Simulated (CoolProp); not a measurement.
Vapour-liquid equilibrium of R22 (1) + n-hexane (2) at 296.4 K; x and y are mole fractions of (1).

Computed with CoolProp (multi-fluid Helmholtz-energy mixture model, Kamei 1995 and Thol 2019; pair parameters Bell 2016).

Problem. Give the bubble pressure and the first vapour's composition at x = 0.5, 0.575, 0.95. Is there an azeotrope?

Solution. x = 0.5: 0.5742 MPa, y = 0.975; x = 0.575: 0.6313 MPa, y = 0.979; x = 0.95: 0.9402 MPa, y = 0.997. No azeotrope shows between x = 0.05 and 0.95.

The pair parameters rest on a limited set of measurements; away from them the model extrapolates. The gap from Raoult's law changes sign with composition, which may be real or a fault of the pair parameters; it wasn't checked against measurements.
